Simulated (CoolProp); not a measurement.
Saturation properties of methane.

Model: reference Helmholtz-energy equation of state, Setzmann 1991, in CoolProp.

| T (K) | p (kPa) | liquid density (kg/m³) | liquid cp (kJ/(kg K)) |
|---|---|---|---|
| 106.4 | 64.18 | 429.9 | 3.445 |
| 111.1 | 96.68 | 423.2 | 3.477 |
| 115.9 | 141.7 | 416.1 | 3.514 |
| 120.6 | 199.7 | 409.0 | 3.555 |
| 125.3 | 274.0 | 401.6 | 3.602 |
| 130 | 367.3 | 394.0 | 3.658 |
| 134.7 | 482.2 | 386.2 | 3.724 |
| 139.4 | 621.5 | 377.9 | 3.802 |
| 144.2 | 791.9 | 369.2 | 3.899 |

It boils at 111.7 K under 1 atm.
